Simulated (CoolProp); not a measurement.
A single-stage vapour-compression cycle with cis-2-butene: evaporating at 265.15 K (dew point), condensing at 318.15 K (bubble point), superheat 0 K, subcooling 5 K, compressor efficiency 0.9, no pressure losses. Each further row changes one setting.

The numbers come from the reference Helmholtz-energy equation of state, Lemmon 2005 in CoolProp. It is a short technical equation, of lower accuracy than the large ones.

```tsv
case	cooling COP	pressure ratio	discharge temperature (K)	refrigerating effect (kJ/kg)	volumetric capacity (kJ/m³)
as stated	3.84	6.15	330.1	319	530
evaporating temperature 270.15 K	4.40	5.00	328.2	325	654
condensing temperature 313.15 K	4.33	5.33	324.8	331	549
subcooling 10 K	3.97	6.15	330.1	331	549
superheat 10 K	3.84	6.15	340.3	333	531
compressor efficiency 0.8	3.41	6.15	336.2	319	530
```
